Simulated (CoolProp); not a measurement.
Vapour-liquid equilibrium of propylene (1) + dimethyl ether (2) at 1.4 MPa; x and y are mole fractions of (1).

The numbers come from the multi-fluid Helmholtz-energy mixture model, Lemmon 2013 and Wu 2011; pair parameters Bell 2016 in CoolProp.

### Question
Give the bubble temperature and the first vapour's composition at x = 0.275, 0.575, 0.65. Is there an azeotrope?

### Answer
x = 0.275: 48.7 °C, y = 0.387; x = 0.575: 40.8 °C, y = 0.679; x = 0.65: 39.2 °C, y = 0.740. No azeotrope shows between x = 0.05 and 0.95.

Pair parameters are fitted to limited data, so mixtures are less certain than the pure fluids.
